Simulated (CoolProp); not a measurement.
Properties of chlorine along the isotherm 370.6 K (Tc = 416.9 K, pc = 7.642 MPa, ω = 0.070).

Computed with CoolProp (reference Helmholtz-energy equation of state, Thol 2021).

```tsv
p (MPa)	phase	density (kg/m³)	cv (kJ/(kg K))	Joule-Thomson coefficient (K/MPa)	expansivity (1/kK)	fugacity coefficient
1.74	gas	45.38	0.4206	17.78	4.057	0.8947
3.47	gas	110.9	0.4901	18.77	8.236	0.7883
5.21	liquid	1138	0.4905	0.4579	4.412	0.5676
6.95	liquid	1154	0.4866	0.3488	3.967	0.4406
8.68	liquid	1168	0.4836	0.2647	3.642	0.3651
10.4	liquid	1180	0.4812	0.1972	3.390	0.3152
12.2	liquid	1192	0.4792	0.1385	3.178	0.2782
13.9	liquid	1202	0.4777	0.09154	3.012	0.2523
15.6	liquid	1212	0.4764	0.05083	2.871	0.2322
17.4	liquid	1221	0.4753	0.01312	2.743	0.2154
19.1	liquid	1230	0.4744	-0.01839	2.637	0.2026
```
